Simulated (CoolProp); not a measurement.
Vapour-liquid equilibrium of ethane (1) + n-butane (2) at 2.4 bar; x and y are mole fractions of (1).

The numbers come from the multi-fluid Helmholtz-energy mixture model, Bücker 2006 and Bücker 2006; pair parameters Kunz 2012 in CoolProp.

**Question.** Give the bubble temperature and the first vapour's composition at x = 0.2, 0.5, 0.65. Is there an azeotrope?

**Answer.** x = 0.2: -26.7 °C, y = 0.879; x = 0.5: -53.9 °C, y = 0.982; x = 0.65: -60.7 °C, y = 0.992. No azeotrope shows between x = 0.05 and 0.95.

Pair parameters are fitted to limited data, so mixtures are less certain than the pure fluids.
